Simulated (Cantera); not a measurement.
Feed: 1 mol CsCl, 0.97 mol H2, 0.21 mol N2, equilibrated at 1077 °C and 7.50 Torr.

Equilibrium computed with Cantera from the NASA thermochemical tables; the gas is ideal and each condensed phase is pure. Candidate condensed phases: Cs, CsCl, NH4Cl; 16 gas species. Equilibrium is a limit: real reactors are often held back by kinetics, nucleation or transport.

Base state: CsCl 0.448, H2 0.447, N2 0.0969, Cs2Cl2 0.00640, Cs 0.000866, HCl 0.000866, H 1.59e-5 (mole fractions); condensed: gas only.

What changes in the equilibrium state with this change: 0.35 mol Cl2 added?


| species | before | after |
|---|---|---|
| CsCl | 0.448 | 0.388 |
| HCl | 0.000866 | 0.278 |
| H2 | 0.447 | 0.246 |
| N2 | 0.0969 | 0.0834 |
| Cs | 0.000866 | 1.73e-6 |
| Cl | 2.57e-8 | 1.11e-5 |
| H | 1.59e-5 | 1.18e-5 |
| Cs2Cl2 | 0.00640 | 0.00480 |
